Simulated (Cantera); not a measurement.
## Stirred combustor or abatement burner

A perfectly stirred reactor is fed with 10.3 % CH3OH, 18.8 % O2, 70.9 % N2, at 12.8 atm; it is adiabatic with a 625 K inlet, and is followed from long to short residence time, starting on the burning branch (τ in s: 0.053, 0.018, 0.0063, 0.0022, 0.00074, 0.00025, 8.7e-05, 3e-05, 1e-05).

Detailed kinetics in Cantera: GRI-Mech 3.0 (53 species, 325 reactions). GRI-Mech 3.0 was tuned for natural gas; its chemistry of methanol as a main component is partial and can be far from experiment. The pressure lies above the range GRI-Mech 3.0 was tuned for (to about 10 atm).

| τ (s) | T (K) | x CH3OH | x O2 | x N2O | x HCO | x NO2 | x H2 | x NO |
|---|---|---|---|---|---|---|---|---|
| 0.053 | 2282 | 2.05e-7 | 0.0307 | 9.81e-7 | 5.04e-9 | 5.59e-6 | 0.000590 | 0.00353 |
| 0.018 | 2284 | 5.88e-7 | 0.0314 | 1.00e-6 | 1.43e-8 | 3.48e-6 | 0.000612 | 0.00215 |
| 0.0063 | 2284 | 1.61e-6 | 0.0321 | 1.04e-6 | 4.05e-8 | 1.77e-6 | 0.000668 | 0.00104 |
| 0.0022 | 2280 | 4.31e-6 | 0.0326 | 1.13e-6 | 1.16e-7 | 8.65e-7 | 0.000809 | 0.000464 |
| 0.00074 | 2266 | 1.12e-5 | 0.0334 | 1.31e-6 | 3.49e-7 | 4.78e-7 | 0.00115 | 0.000216 |
| 0.00025 | 2238 | 2.66e-5 | 0.0349 | 1.51e-6 | 1.05e-6 | 3.03e-7 | 0.00185 | 0.000111 |
| 8.7e-5 | 2191 | 5.95e-5 | 0.0374 | 1.55e-6 | 3.07e-6 | 1.87e-7 | 0.00300 | 6.00e-5 |
| 3.0e-5 | 2114 | 0.000140 | 0.0420 | 1.40e-6 | 9.13e-6 | 1.03e-7 | 0.00472 | 3.08e-5 |
| 1.0e-5 | 1963 | 0.000491 | 0.0533 | 1.03e-6 | 2.96e-5 | 4.20e-8 | 0.00762 | 9.41e-6 |
x: mole fraction; the columns are a selection and need not sum to one.
